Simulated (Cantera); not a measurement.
Feed: 1 mol MgCO3, 0.066 mol SO3, 1.4 mol O2, equilibrated at 6.50 bar.

Method: chemical equilibrium by Gibbs-energy minimisation in Cantera with the NASA 1993 tables (ideal gas, pure condensed phases). Candidate condensed phases: C, Mg, MgCO3, MgO, MgS, MgSO4, S; 26 gas species. The numbers say what is thermodynamically allowed, not how fast it happens.

Question: At 1373 K, list the 4 most abundant gas species with their mole fractions, and the condensed phases.

Answer: O2 0.573, CO2 0.401, SO2 0.0231, SO3 0.00339. Condensed: MgO(s).
